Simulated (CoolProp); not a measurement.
Vapour-liquid equilibrium of ethylbenzene (1) + n-nonane (2) at 352 K; x and y are mole fractions of (1).

Model: multi-fluid Helmholtz-energy mixture model, Zhou 2012 and Lemmon 2006; pair parameters Bell 2016, in CoolProp.

```tsv
x	bubble pressure, mixture model (kPa)	bubble pressure, Raoult's law (kPa)	y, mixture model	y, Raoult's law
0.05	9.782	9.590	0.101	0.084
0.15	10.80	10.27	0.269	0.234
0.25	11.74	10.95	0.402	0.366
0.35	12.58	11.63	0.510	0.483
0.45	13.33	12.31	0.600	0.587
0.55	14.00	12.99	0.679	0.680
0.65	14.58	13.67	0.750	0.763
0.75	15.09	14.35	0.818	0.839
0.85	15.53	15.03	0.887	0.908
0.95	15.90	15.71	0.960	0.971
```

The largest gap from Raoult's law is +8.3 % in bubble pressure, at x = 0.45. No azeotrope shows between x = 0.05 and 0.95.

The pair parameters rest on a limited set of measurements; away from them the model extrapolates.
